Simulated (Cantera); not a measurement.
What does this Cantera script print?

```python
import numpy as np
import cantera as ct

gas_names = """
    C CH CH2 CH3 CH4 C2 C2H C2H2,acetylene C2H2,vinylidene C2H3,vinyl C2H4 C2H5 C2H6 C3 C3H3,propargyl
    C3H4,allene C3H4,propyne C3H4,cyclo- C3H5,allyl C3H6,propylene C3H6,cyclo- C3H7,n-propyl
    C3H7,i-propyl C3H8 C4 C4H2 C4H4,1,3-cyclo- C4H6,butadiene C4H6,2-butyne C4H6,cyclo- C4H8,1-butene
    C4H8,cis2-buten C4H8,tr2-butene C4H8,isobutene C4H8,cyclo- C4H9,n-butyl C4H9,i-butyl C4H9,s-butyl
    C4H9,t-butyl C4H10,isobutane C4H10,n-butane C5 C5H6,1,3cyclo- C5H8,cyclo- C5H10,1-pentene
    C5H10,cyclo- C5H11,pentyl C5H11,t-pentyl C5H12,n-pentane C5H12,i-pentane CH3C(CH3)2CH3 C6H2
    C6H5,phenyl C6H6 C6H10,cyclo- C6H12,1-hexene C6H12,cyclo- C6H13,n-hexyl C7H7,benzyl C7H8
    C7H14,1-heptene C7H15,n-heptyl C7H16,n-heptane C8H8,styrene C8H10,ethylbenz C8H16,1-octene
    C8H17,n-octyl C8H18,isooctane C8H18,n-octane C9H19,n-nonyl C10H8,naphthale C10H21,n-decyl
    C12H9,o-bipheny C12H10,bipheny H H2 Si SiC SiC2 SiC4H12 SiH SiH2 SiH3 SiH4 Si2 Si2C Si3
""".split()
cond_names = """
    C(gr) C6H6(L) C7H8(L) C8H18(L),n-octa Si(cr) Si(L) SiC(b)
""".split()


def load(file, names, dense=False):
    # The tables refer to 1 bar. Condensed volumes are neglected.
    table = {s.name: s for s in ct.Species.list_from_file(file)}
    out = []
    for n in names:
        d = dict(table[n].input_data)
        d["thermo"] = dict(d["thermo"], **{"reference-pressure": 1e5})
        if dense:
            d["equation-of-state"] = {"model": "constant-volume", "density": "1e6 g/cm^3"}
        out.append(ct.Species.from_dict(d))
    return out


gas = ct.Solution(thermo="ideal-gas", species=load("nasa_gas.yaml", gas_names))
cond = {s.name: ct.Solution(thermo="fixed-stoichiometry", species=[s], name=s.name)
        for s in load("nasa_condensed.yaml", cond_names, dense=True)}
atoms = {
    'CH3SiH3': {'C': 1, 'H': 6, 'Si': 1},
    'CH4': {'C': 1, 'H': 4},
    'H2': {'H': 2},
}
top_T = {'C(gr)': 4500, 'SiC(b)': 3050}  # K; cautious upper limits of use, not melting points


def equilibrate(T, P, feed):
    n = {}
    for name, mol in feed.items():
        for a, k in atoms[name].items():
            n[a] = n.get(a, 0.0) + k * mol
    gas.TPX = T, P, n
    mass = sum(n.values()) * gas.mean_molecular_weight
    gas.equilibrate("TP")
    valid = [c for c in cond.values() if c.min_temp <= T <= top_T.get(c.name, c.max_temp)]
    mix = ct.Mixture([(gas, mass / gas.mean_molecular_weight)] + [(c, 0.0) for c in valid])
    mix.T, mix.P = T, P
    mix.equilibrate("TP", solver="vcs", rtol=1e-11, max_steps=5000)
    return mix


results = []
T = 1623.15  # K
P = 133.322  # Pa
for m in [16, 24, 35, 53, 79, 120, 180, 260, 400, 590, 890, 1300]:
    feed = {'CH3SiH3': 1, 'CH4': 0.021, 'H2': m}  # mol
    mix = equilibrate(T, P, feed)
    results.append((T, P, feed, dict(zip(mix.species_names, mix.species_moles))))
    x = sorted(zip(gas.X, gas.species_names), reverse=True)
    print(f"T = {T:g} K  P = {P:g} Pa  n(H2) = {m:g} mol  gas = {mix.phase_moles(0):.4g} mol")
    print("   x: " + "  ".join(f"{s} {v:.3e}" for v, s in x if v > 1e-06))
    print("   condensed (mol): " + ("  ".join(f"{mix.phase(i).name} {mix.phase_moles(i):.4g}"
          for i in range(1, mix.n_phases) if mix.phase_moles(i) > 1e-12) or "none"))
```

Output:

```
T = 1623.15 K  P = 133.322 Pa  n(H2) = 16 mol  gas = 19.06 mol
   x: H2 9.981e-01  H 1.894e-03  C2H2,acetylene 3.483e-05  CH4 1.968e-06  Si 1.338e-06
   condensed (mol): C(gr) 0.01966  SiC(b) 1
T = 1623.15 K  P = 133.322 Pa  n(H2) = 24 mol  gas = 27.07 mol
   x: H2 9.981e-01  H 1.894e-03  C2H2,acetylene 3.483e-05  CH4 1.968e-06  Si 1.338e-06
   condensed (mol): C(gr) 0.0191  SiC(b) 1
T = 1623.15 K  P = 133.322 Pa  n(H2) = 35 mol  gas = 38.08 mol
   x: H2 9.981e-01  H 1.894e-03  C2H2,acetylene 3.483e-05  CH4 1.968e-06  Si 1.338e-06
   condensed (mol): C(gr) 0.01833  SiC(b) 0.9999
T = 1623.15 K  P = 133.322 Pa  n(H2) = 53 mol  gas = 56.1 mol
   x: H2 9.981e-01  H 1.894e-03  C2H2,acetylene 3.483e-05  CH4 1.968e-06  Si 1.338e-06
   condensed (mol): C(gr) 0.01706  SiC(b) 0.9999
T = 1623.15 K  P = 133.322 Pa  n(H2) = 79 mol  gas = 82.12 mol
   x: H2 9.981e-01  H 1.894e-03  C2H2,acetylene 3.483e-05  CH4 1.968e-06  Si 1.338e-06
   condensed (mol): C(gr) 0.01523  SiC(b) 0.9999
T = 1623.15 K  P = 133.322 Pa  n(H2) = 120 mol  gas = 123.2 mol
   x: H2 9.981e-01  H 1.894e-03  C2H2,acetylene 3.483e-05  CH4 1.968e-06  Si 1.338e-06
   condensed (mol): C(gr) 0.01235  SiC(b) 0.9998
T = 1623.15 K  P = 133.322 Pa  n(H2) = 180 mol  gas = 183.2 mol
   x: H2 9.981e-01  H 1.894e-03  C2H2,acetylene 3.483e-05  CH4 1.968e-06  Si 1.338e-06
   condensed (mol): C(gr) 0.008136  SiC(b) 0.9997
T = 1623.15 K  P = 133.322 Pa  n(H2) = 260 mol  gas = 263.3 mol
   x: H2 9.981e-01  H 1.894e-03  C2H2,acetylene 3.483e-05  CH4 1.968e-06  Si 1.338e-06
   condensed (mol): C(gr) 0.002513  SiC(b) 0.9996
T = 1623.15 K  P = 133.322 Pa  n(H2) = 400 mol  gas = 403.4 mol
   x: H2 9.981e-01  H 1.894e-03  C2H2,acetylene 2.601e-05  CH4 1.701e-06  Si 1.548e-06
   condensed (mol): SiC(b) 0.9993
T = 1623.15 K  P = 133.322 Pa  n(H2) = 590 mol  gas = 593.6 mol
   x: H2 9.981e-01  H 1.894e-03  C2H2,acetylene 1.800e-05  Si 1.861e-06  CH4 1.415e-06
   condensed (mol): SiC(b) 0.9987
T = 1623.15 K  P = 133.322 Pa  n(H2) = 890 mol  gas = 893.9 mol
   x: H2 9.981e-01  H 1.894e-03  C2H2,acetylene 1.240e-05  Si 2.242e-06  CH4 1.174e-06
   condensed (mol): SiC(b) 0.9977
T = 1623.15 K  P = 133.322 Pa  n(H2) = 1300 mol  gas = 1304 mol
   x: H2 9.981e-01  H 1.894e-03  C2H2,acetylene 9.016e-06  Si 2.630e-06  CH4 1.001e-06
   condensed (mol): SiC(b) 0.9961
```

Equilibrium computed with Cantera from the NASA thermochemical tables; the gas is ideal and each condensed phase is pure. The feed counts by its element totals alone.
